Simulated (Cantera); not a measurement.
A closed system holds: 1 mol Si3N4, 2.4 mol CO2, 61 mol H2, 0.0048 mol H2O, equilibrated at 10000 Pa.

Cantera equilibrium calculation (NASA polynomials, part measured and part estimated; ideal gas, pure solids and liquids). Candidate condensed phases: C, C6H6, C7H8, C8H18, H2O, Si, SiC, SiO2, Si2N2O, Si3N4; 151 gas species. Gases not in the tables: Si2H6 and higher silanes. The numbers say what is thermodynamically allowed, not how fast it happens.

Question: At 1898 K, list the 5 most abundant gas species with their mole fractions, and the condensed phases.

Answer: H2 0.897, SiO 0.0398, CO 0.0310, N2 0.0294, H 0.00234. Condensed: SiC(s).
